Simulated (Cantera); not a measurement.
Input: 1 mol AlN, 0.026 mol N2, at 28.0 mbar.

These are equilibrium values from Cantera (NASA tables, ideal gas, pure condensed phases), not measurements of a reactor. Candidate condensed phases: Al, AlN; 5 gas species. The numbers say what is thermodynamically allowed, not how fast it happens.

Q: Which condensed phases are stable at each of these points (T (K)): 1598, 1748, 1898, 2048, 2198, 2348, 2498, 2648, 2798, 2948?

A: 
```json
[
 {"T (K)": "1598", "condensed phases": "AlN(s)", "Al condensed (%)": "100.0"},
 {"T (K)": "1748", "condensed phases": "AlN(s)", "Al condensed (%)": "100.0"},
 {"T (K)": "1898", "condensed phases": "AlN(s)", "Al condensed (%)": "100.0"},
 {"T (K)": "2048", "condensed phases": "AlN(s)", "Al condensed (%)": "100.0"},
 {"T (K)": "2198", "condensed phases": "AlN(s)", "Al condensed (%)": "99.5"},
 {"T (K)": "2348", "condensed phases": "gas only", "Al condensed (%)": "0.0"},
 {"T (K)": "2498", "condensed phases": "gas only", "Al condensed (%)": "0.0"},
 {"T (K)": "2648", "condensed phases": "gas only", "Al condensed (%)": "0.0"},
 {"T (K)": "2798", "condensed phases": "gas only", "Al condensed (%)": "0.0"},
 {"T (K)": "2948", "condensed phases": "gas only", "Al condensed (%)": "0.0"}
]
```

From 1598 K to 2198 K the condensed part is AlN(s). From 2348 K to 2948 K nothing is condensed.
